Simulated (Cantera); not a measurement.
Input: 1 mol CaCO₃, 2.7 mol H₂, 1.6 mol CO₂, held at 18.0 Pa.

Cantera equilibrium calculation (NASA polynomials, part measured and part estimated; ideal gas, pure solids and liquids). Candidate condensed phases: C, C₆H₆, C₇H₈, C₈H₁₈, Ca, CaCO₃, CaO, Ca(OH)₂, H₂O; 115 gas species. The numbers say what is thermodynamically allowed, not how fast it happens. All values below are at 1198 K.

Base state: CO 0.269, H₂O 0.269, H₂ 0.240, CO₂ 0.221 (mole fractions); condensed: CaO(s).

What changes in the equilibrium state with this change: CaCO₃ replaced by MgCO₃?


| species | before | after |
|---|---|---|
| CO | 0.269 | 0.269 |
| H₂O | 0.269 | 0.269 |
| H₂ | 0.240 | 0.240 |
| CO₂ | 0.221 | 0.221 |
| CaO(s), mol | 1.00 | 0 |
| MgO(s), mol | 0 | 1.00 |
Further candidate phases: Mg, MgCO₃, MgO, Mg(OH)₂.
